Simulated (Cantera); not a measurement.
An isothermal, constant-pressure homogeneous reactor starts with H2 : O2 = 0.085 : 1 (molar parts), equivalence ratio 0.043, at 1450 K and 0.0390 bar.

Computed with Cantera and the H2/O2 subset of GRI-Mech 3.0, which has no nitrogen chemistry. Radical loss at walls, strong at low pressure, is not modelled. The temperature is held fixed by assumption; the heat of reaction is taken as removed at once.

Predict: x(H2) at 2.00 s; x(O2) at 2.00 s; x(H2O) at 2.00 s; x(H) at 2.00 s; x(OH) at 2.00 s.


```json
{
  "x(H2) at 2.00 s": "4.55e-7 (gas-phase equilibrium 4.10e-7)",
  "x(O2) at 2.00 s": "0.918 (gas-phase equilibrium 0.918)",
  "x(H2O) at 2.00 s": "0.0815 (gas-phase equilibrium 0.0815)",
  "x(H) at 2.00 s": "3.61e-8 (gas-phase equilibrium 3.09e-8)",
  "x(OH) at 2.00 s": "0.000155 (gas-phase equilibrium 0.000147)"
}
```
